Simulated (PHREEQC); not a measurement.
1 kg of water holding 0.0065 mol/kgw CaSO4 and 0.0034 mol/kgw KCl is evaporated at 25 °C; the solids stay in contact with the brine. CO2 from the air is kept out. The run lets Arcanite, Gypsum, Anhydrite, Misenite, Portlandite, Sylvite, Syngenite precipitate or redissolve, and no other solid.

The series has 28 steps of water left (kg), from 1 to 0.004786.

Equilibrium calculation in PHREEQC: Pitzer model, pitzer.dat.

**Question.** Which solids form, in which order, and at which step of the series does each first stand?

**Answer.** Gypsum from water left = 0.375 kg.
